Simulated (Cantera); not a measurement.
An adiabatic, constant-pressure homogeneous reactor starts with CH4 : O2 : N2 = 1 : 1.43 : 4.43 (molar parts), equivalence ratio 1.4, at 1350 K and 1.50 bar.

Model: GRI-Mech 3.0 (53 species, 325 reactions), integrated in Cantera.

Q: Predict: time of steepest temperature rise; temperature at 0.200 s; equilibrium temperature; x(O2) at 0.200 s; x(CO) at 0.200 s; x(H2) at 0.200 s.

A: 
| Quantity | Value |
|---|---|
| time of steepest temperature rise | 4.62 ms |
| temperature at 0.200 s | 2767 K |
| equilibrium temperature | 2767 K |
| x(O2) at 0.200 s | 0.00204 (gas-phase equilibrium 0.00204) |
| x(CO) at 0.200 s | 0.0931 (gas-phase equilibrium 0.0931) |
| x(H2) at 0.200 s | 0.0646 (gas-phase equilibrium 0.0646) |
